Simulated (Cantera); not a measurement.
Input: 1 mol PbO, 5.2 mol H2, at 10000 Pa.

Cantera equilibrium calculation (NASA polynomials, part measured and part estimated; ideal gas, pure solids and liquids). Candidate condensed phases: H2O, Pb, PbO, PbO2, Pb3O4; 12 gas species. The numbers say what is thermodynamically allowed, not how fast it happens.

Q: At 950 °C, list the 3 most abundant gas species with their mole fractions, and the condensed phases.

A: H2 0.800, H2O 0.191, Pb 0.00908. Condensed: Pb(l).
